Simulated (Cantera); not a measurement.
Input: 1 mol Cu, 0.19 mol H₂O, 100 mol H₂, at 1325 °C and 133 Pa.

These are equilibrium values from Cantera (NASA tables, ideal gas, pure condensed phases), not measurements of a reactor. Candidate condensed phases: Cu, CuO, Cu(OH)₂, Cu₂O, H₂O; 12 gas species. Kinetics and transport are ignored.

Base state: H₂ 0.987, Cu 0.00987, H₂O 0.00188, H 0.00145 (mole fractions); condensed: gas only.

**Question.** What changes in the equilibrium state with this change: Cu replaced by Fe?

**Answer.** 
```json
[
 {"species": "H₂", "before": "0.987", "after": "0.996"},
 {"species": "H₂O", "before": "0.00188", "after": "0.00189"},
 {"species": "H", "before": "0.00145", "after": "0.00146"},
 {"species": "Cu", "before": "0.00987", "after": "0"},
 {"species": "Fe", "before": "0", "after": "0.000795"},
 {"species": "Fe(γ), mol", "before": "0", "after": "0.920"}
]
```
Further candidate phases: Fe, FeO, Fe(OH)₂, Fe(OH)₃, Fe₂O₃, Fe₃O₄.

**Question.** What changes in the equilibrium state with this change: pressure from 133 Pa to 16000 Pa?

**Answer.** 
```
species      before     after
----------  -------  --------
H₂            0.987     0.998
H₂O         0.00188   0.00190
Cu          0.00987  0.000242
H           0.00145  0.000133
Cu(l), mol        0     0.976
```
